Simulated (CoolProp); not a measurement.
A closed Brayton cycle with dry air: compressor inlet 331.15 K and 1.8 MPa, high pressure 3.7 MPa, turbine inlet 715 K, compressor efficiency 0.89, turbine efficiency 0.93, recuperator effectiveness 0.8 (on enthalpy, no pinch check). Each further row changes one setting.

Values from CoolProp's reference Helmholtz-energy equation of state, Lemmon 2000. It is a pseudo-pure fit of the blend.

| case | thermal efficiency (%) | net work (kJ/kg) | compressor to turbine work | compressor exit (K) | turbine exit (K) |
|---|---|---|---|---|---|
| as stated | 24.4 | 40.4 | 0.68 | 416.4 | 597.2 |
| turbine inlet 665 K | 21.3 | 31.5 | 0.73 | 416.4 | 554.4 |
| compressor inlet 341.15 K | 23.2 | 37.8 | 0.70 | 428.8 | 597.2 |
| high pressure 3.15 MPa | 23.6 | 35.1 | 0.65 | 395.8 | 621.9 |
| recuperator effectiveness 0.5 | 18.2 | 40.4 | 0.68 | 416.4 | 597.2 |
